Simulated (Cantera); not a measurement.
Mixture: CO : H₂ : O₂ : N₂ = 1 : 0.083 : 0.652 : 3.52 (molar parts), at 1000000 Pa, adiabatic and at constant pressure. Ignition delay is the time to a rise of 400 K.

Cantera simulation using GRI-Mech 3.0 (53 species, 325 reactions); the numbers are that mechanism's predictions, not measurements. The hydrogen kinetics of GRI-Mech 3.0 are dated; newer H2 mechanisms differ, most at raised pressure. Where the delays flatten at high temperature, the 400 K rule measures the pace of heat release, not the induction time.

Predict: delay at 1323 K; delay at 1423 K; delay at 1523 K; delay at 1623 K; delay at 1723 K; delay at 1823 K; delay at 1923 K.


```json
{
 "delay at 1323 K": "18.5 µs",
 "delay at 1423 K": "11.1 µs",
 "delay at 1523 K": "8.13 µs",
 "delay at 1623 K": "6.67 µs",
 "delay at 1723 K": "5.87 µs",
 "delay at 1823 K": "5.43 µs",
 "delay at 1923 K": "5.25 µs"
}
```
